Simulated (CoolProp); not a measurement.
Ammonia at several states: Z from the reference equation and from simpler models built on Tc = 405.6 K, pc = 11.36 MPa, ω = 0.256; each cubic takes its own stable root.

Model: reference Helmholtz-energy equation of state, Gao 2020, in CoolProp.

```
T (K)  p (MPa)          phase  reference
-----  -------  -------------  ---------
264.1   0.0974            gas     0.9831
396.1     17.8         liquid     0.2094
602.3     19.5  supercritical     0.8666
627.1   0.0204            gas     0.9999
```

Problem. How far does each simpler model (van der Waals, Redlich-Kwong, Peng-Robinson) lie from the reference over these 4 states: mean and median of the absolute difference, and the worst?

Solution. 
- van der Waals: mean 18.9 %, median 3.6 %, worst +68.4 % at 396.1 K and 17.8 MPa
- Redlich-Kwong: mean 9.5 %, median 1.6 %, worst +34.9 % at 396.1 K and 17.8 MPa
- Peng-Robinson: mean 5.3 %, median 0.9 %, worst +19.2 % at 396.1 K and 17.8 MPa
